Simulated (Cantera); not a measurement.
Input (Python, Cantera) and output of one run.

```python
import numpy as np
import cantera as ct

gas_names = """
    H HO2 H2 H2O H2O2 Mg MgH MgO MgOH MgO2H2 Mg2 O OH O2 O3
""".split()
cond_names = """
    H2O(s) H2O(L) Mg(cr) Mg(L) MgO(s) MgO(L) MgO2H2(s)
""".split()


def load(file, names, dense=False):
    # The tables refer to 1 bar. Condensed volumes are neglected.
    table = {s.name: s for s in ct.Species.list_from_file(file)}
    out = []
    for n in names:
        d = dict(table[n].input_data)
        d["thermo"] = dict(d["thermo"], **{"reference-pressure": 1e5})
        if dense:
            d["equation-of-state"] = {"model": "constant-volume", "density": "1e6 g/cm^3"}
        out.append(ct.Species.from_dict(d))
    return out


gas = ct.Solution(thermo="ideal-gas", species=load("nasa_gas.yaml", gas_names))
cond = {s.name: ct.Solution(thermo="fixed-stoichiometry", species=[s], name=s.name)
        for s in load("nasa_condensed.yaml", cond_names, dense=True)}
atoms = {
    'MgO': {'Mg': 1, 'O': 1},
    'H2': {'H': 2},
}
top_T = {}  # K; cautious upper limits of use, not melting points


def equilibrate(T, P, feed):
    n = {}
    for name, mol in feed.items():
        for a, k in atoms[name].items():
            n[a] = n.get(a, 0.0) + k * mol
    gas.TPX = T, P, n
    mass = sum(n.values()) * gas.mean_molecular_weight
    gas.equilibrate("TP")
    valid = [c for c in cond.values() if c.min_temp <= T <= top_T.get(c.name, c.max_temp)]
    mix = ct.Mixture([(gas, mass / gas.mean_molecular_weight)] + [(c, 0.0) for c in valid])
    mix.T, mix.P = T, P
    mix.equilibrate("TP", solver="vcs", rtol=1e-11, max_steps=5000)
    return mix


results = []
feed = {'MgO': 1, 'H2': 0.099}  # mol
P = 2900  # Pa
for T in [2350, 2450, 2550, 2650, 2750, 2850, 2950]:
    mix = equilibrate(T, P, feed)
    results.append((T, P, feed, dict(zip(mix.species_names, mix.species_moles))))

top = {s: max(r[3][s] / sum(r[3][g] for g in gas_names) for r in results) for s in gas_names}
cols = sorted((s for s in top if top[s] > 0.001), key=lambda s: -top[s])[:8]
seen = [c for c in cond_names if any(r[3].get(c, 0) > 1e-12 for r in results)]
print("log10 of partial pressures in bar; condensed amounts in mol")
print(f"{'T/K':>10s}" + "".join(f"{s[:9]:>10s}" for s in cols + seen))
for T, P, feed, n in results:
    ng = sum(n[g] for g in gas_names)
    print(f"{T:10.4g}" + "".join(f"{np.log10(max(n[s] / ng * P / 1e5, 1e-99)):10.3f}" for s in cols)
          + "".join(f"{n.get(c, 0):10.4g}" for c in seen))
```

Result:

```
log10 of partial pressures in bar; condensed amounts in mol
       T/K        H2        Mg       H2O         O        O2         H        OH       MgO    MgO(s)
      2350    -1.736    -2.355    -2.361    -5.367    -6.374    -2.772    -4.161    -5.148    0.9812
      2450    -1.859    -2.199    -2.215    -4.637    -5.378    -2.627    -3.691    -4.559    0.9699
      2550    -2.038    -2.082    -2.121    -3.940    -4.412    -2.525    -3.267    -4.018    0.9542
      2650    -2.298    -1.993    -2.111    -3.277    -3.482    -2.478    -2.905    -3.518    0.9298
      2750    -2.785    -1.893    -2.365    -2.680    -2.655    -2.557    -2.709    -3.056    0.8368
      2850    -3.815    -1.811    -3.396    -2.341    -2.320    -2.920    -3.032    -2.853         0
      2950    -3.865    -1.823    -3.642    -2.222    -2.400    -2.802    -3.075    -2.948         0
```

Cantera equilibrium calculation (NASA polynomials, part measured and part estimated; ideal gas, pure solids and liquids). The tables' values for MgH are old estimates; treat these amounts as uncertain.
